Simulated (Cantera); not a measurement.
Input (Python, Cantera) and output of one run.

```python
import numpy as np
import cantera as ct

gas_names = """
    C CN C2 CCN CNC C2N2 C3 C4 C4N2 C5 N N2 Si SiC SiC2 SiN Si2 Si2C Si2N Si3
""".split()
cond_names = """
    C(gr) Si(cr) Si(L) SiC(b) Si3N4(a)
""".split()


# ... load() reads the species with a 1 bar reference pressure and builds the phases ...
atoms = {
    'Si3N4': {'Si': 3, 'N': 4},
    'C': {'C': 1},
    'N2': {'N': 2},
}
top_T = {'C(gr)': 4500, 'SiC(b)': 3050, 'Si3N4(a)': 2400}  # K; cautious upper limits of use, not melting points


# ... equilibrate(T, P, feed) seeds the gas with the atoms and calls Mixture.equilibrate('TP', solver="vcs", rtol=1e-11, max_steps=5000) ...
results = []
feed = {'Si3N4': 1, 'C': 0.083, 'N2': 1.7}  # mol
T = 2598  # K
P = 760  # Pa
mix = equilibrate(T, P, feed)
results.append((T, P, feed, dict(zip(mix.species_names, mix.species_moles))))
x = sorted(zip(gas.X, gas.species_names), reverse=True)
print(f"T = {T:g} K  P = {P:g} Pa  gas = {mix.phase_moles(0):.4g} mol")
print("   x: " + "  ".join(f"{s} {v:.3e}" for v, s in x if v > 1e-05))
print("   condensed (mol): " + ("  ".join(f"{mix.phase(i).name} {mix.phase_moles(i):.4g}"
      for i in range(1, mix.n_phases) if mix.phase_moles(i) > 1e-12) or "none"))
```

Output:

```
T = 2598 K  P = 760 Pa  gas = 6.595 mol
   x: N2 5.594e-01  Si 4.220e-01  Si2C 9.105e-03  Si2 4.319e-03  SiN 2.404e-03  SiC2 1.615e-03  Si2N 6.676e-04  Si3 2.403e-04  CN 2.053e-04  SiC 3.307e-05
   condensed (mol): none
```

These are equilibrium values from Cantera (NASA tables, ideal gas, pure condensed phases), not measurements of a reactor. The tables' values for SiN are old estimates; treat these amounts as uncertain.
